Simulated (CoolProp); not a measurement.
Properties of CH3F (R41) along the isobar 448 kPa (Tc = 317.3 K, pc = 5906 kPa, ω = 0.200).

Computed with CoolProp (reference Helmholtz-energy equation of state, Lemmon 2006). It is a short technical equation, of lower accuracy than the large ones.

| T (K) | phase | Joule-Thomson coefficient (K/MPa) | expansivity (1/kK) | fugacity coefficient |
|---|---|---|---|---|
| 221 | liquid | -0.2089 | 2.861 | 0.7285 |
| 232.1 | gas | 37.65 | 6.282 | 0.9120 |
| 243.2 | gas | 32.67 | 5.538 | 0.9262 |
| 254.3 | gas | 28.54 | 5.007 | 0.9371 |
| 265.4 | gas | 25.10 | 4.604 | 0.9459 |
| 276.5 | gas | 22.22 | 4.284 | 0.9530 |
| 287.7 | gas | 19.78 | 4.017 | 0.9589 |
| 298.8 | gas | 17.73 | 3.794 | 0.9638 |
| 309.9 | gas | 15.97 | 3.601 | 0.9679 |
| 321 | gas | 14.45 | 3.433 | 0.9714 |
| 332.1 | gas | 13.14 | 3.283 | 0.9745 |
| 343.2 | gas | 11.99 | 3.148 | 0.9771 |
| 354.3 | gas | 10.98 | 3.026 | 0.9794 |
| 365.4 | gas | 10.09 | 2.914 | 0.9814 |
